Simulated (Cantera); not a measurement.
## Cu₂O + H₂ + N₂ (hydrogen reduction and annealing atmospheres)

Input: 1 mol Cu₂O, a varied amount of H₂, 23 mol N₂, equilibrated at 402 °C and 0.00133 bar.

These are equilibrium values from Cantera (NASA tables, ideal gas, pure condensed phases), not measurements of a reactor. Candidate condensed phases: Cu, CuO, Cu(OH)₂, Cu₂O, H₂O; 27 gas species. The numbers say what is thermodynamically allowed, not how fast it happens.

From 41 mol H₂ to 380 mol H₂ the condensed part is Cu(s).

```tsv
n(H₂) (mol)	x H₂	x N₂	x H₂O	x NH₃	n Cu(s)
41	0.625	0.359	0.0156	5.17e-6	2.00
69	0.739	0.250	0.0109	5.54e-6	2.00
97	0.800	0.192	0.00833	5.47e-6	2.00
130	0.843	0.150	0.00654	5.24e-6	2.00
150	0.861	0.133	0.00578	5.09e-6	2.00
180	0.882	0.113	0.00493	4.86e-6	2.00
210	0.897	0.0987	0.00429	4.66e-6	2.00
240	0.909	0.0875	0.00380	4.47e-6	2.00
270	0.918	0.0785	0.00341	4.30e-6	2.00
300	0.926	0.0712	0.00310	4.15e-6	2.00
320	0.930	0.0671	0.00292	4.05e-6	2.00
350	0.936	0.0617	0.00268	3.92e-6	2.00
380	0.940	0.0571	0.00248	3.80e-6	2.00
```
x: gas mole fraction; n: condensed amount in mol.
